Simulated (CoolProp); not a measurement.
Properties of hexamethyldisiloxane (MM) at several states (Tc = 245.6 °C, pc = 1931 kPa, ω = 0.418).

Values from CoolProp's reference Helmholtz-energy equation of state, Thol 2016.

```csv
T (°C),p (kPa),phase,Z,cp (kJ/(kg K)),speed of sound (m/s),isothermal compressibility (1/MPa)
-42.45,16.3,liquid,0.001665,1.756,1125,0.001190
107.45,153,liquid,0.01178,2.137,594.8,0.005179
197.55,3400,liquid,0.2529,2.405,370.4,0.01596
189.25,17.5,gas,0.9952,1.927,155.3,57.42
292.35,14.3,gas,0.9981,2.159,171.9,70.07
304.95,19.8,gas,0.9975,2.185,173.7,50.63
```
